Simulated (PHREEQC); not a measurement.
A solution holds 1.6 mmol/kgw H2SO4, 0.51 mmol/kgw CuSO4 and 2 mmol/kgw MgSO4, at 25 °C. Closed to the air; pH follows from the charge balance.

Computed with PHREEQC (ion-association model, phreeqc.dat).

Each row changes one thing in this solution. Precipitation was switched off in this run.

```
case                                      pH  ionic strength (mol/kgw)  SO4-2 (mol/kgw)  Mg+2 (mol/kgw)  HSO4- (mol/kgw)  MgSO4 (mol/kgw)
--------------------------------------  ----  ------------------------  ---------------  --------------  ---------------  ---------------
as made                                 2.61                    0.0115          0.00302         0.00153         0.000519         0.000465
CuSO4 from 0.00051 to 0.000561 mol/kgw  2.61                    0.0117          0.00305         0.00153         0.000523         0.000467
temperature from 25 to 10 °C               …                    0.0122          0.00323         0.00164         0.000424         0.000355
H2SO4 from 0.0016 to 0.00144 mol/kgw       …                    0.0112          0.00293         0.00154         0.000458         0.000458
H2SO4 from 0.0016 to 0.0032 mol/kgw        …                    0.0146          0.00384         0.00148          0.00122         0.000522
temperature from 25 to 50 °C               …                    0.0103          0.00261         0.00136         0.000746         0.000644
```

### Question
Some entries are withheld; supply them.

### Answer

- temperature from 25 to 10 °C, pH: 2.60
- H2SO4 from 0.0016 to 0.00144 mol/kgw, pH: 2.66
- H2SO4 from 0.0016 to 0.0032 mol/kgw, pH: 2.33
- temperature from 25 to 50 °C, pH: 2.65

Away from 25 °C the constants follow the database's enthalpies or fits; those with neither stay at their 25 °C values.
